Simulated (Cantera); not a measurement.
Charge: 1 mol SiCl4, 1.8 mol HCl, 0.28 mol H2, at 0.240 bar.

These are equilibrium values from Cantera (NASA tables, ideal gas, pure condensed phases), not measurements of a reactor. Candidate condensed phases: Si; 19 gas species. Rates play no part.

Question: At 723 K, list the 4 most abundant gas species with their mole fractions, and the condensed phases.

Answer: HCl 0.584, SiCl4 0.325, H2 0.0909, SiHCl3 1.51e-5. Condensed: gas only.
